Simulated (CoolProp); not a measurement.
n-undecane along the isobar 1.01 bar: density (kg/m³) from the reference equation and from simpler models built on Tc = 638.8 K, pc = 19.90 bar, ω = 0.539; each cubic takes its own stable root.

The numbers come from the reference Helmholtz-energy equation of state, Aleksandrov 2011 in CoolProp. It is a short technical equation, of lower accuracy than the large ones.

```json
[
 {"T (K)": "282.8", "phase": "liquid", "reference": "748.2"},
 {"T (K)": "302.5", "phase": "liquid", "reference": "733.2"},
 {"T (K)": "322.2", "phase": "liquid", "reference": "718.2"},
 {"T (K)": "341.9", "phase": "liquid", "reference": "703.2"},
 {"T (K)": "361.7", "phase": "liquid", "reference": "688.0"},
 {"T (K)": "381.4", "phase": "liquid", "reference": "672.7"},
 {"T (K)": "401.1", "phase": "liquid", "reference": "657.1"},
 {"T (K)": "420.8", "phase": "liquid", "reference": "641.0"},
 {"T (K)": "440.5", "phase": "liquid", "reference": "624.5"},
 {"T (K)": "460.2", "phase": "liquid", "reference": "607.3"},
 {"T (K)": "479.9", "phase": "gas", "reference": "4.218"},
 {"T (K)": "499.6", "phase": "gas", "reference": "4.009"},
 {"T (K)": "519.3", "phase": "gas", "reference": "3.826"},
 {"T (K)": "539", "phase": "gas", "reference": "3.663"},
 {"T (K)": "558.8", "phase": "gas", "reference": "3.514"}
]
```

How far does each simpler model (Redlich-Kwong, Soave-Redlich-Kwong) lie from the reference over these 15 states: mean and median of the absolute difference, and the worst?


- Redlich-Kwong: mean 30.1 %, median 20.8 %, worst -99.3 % at 460.2 K and 1.01 bar
- Soave-Redlich-Kwong: mean 10.9 %, median 15.0 %, worst -18.0 % at 282.8 K and 1.01 bar

At some of these states Redlich-Kwong gives the other phase, because its saturation line lies elsewhere.
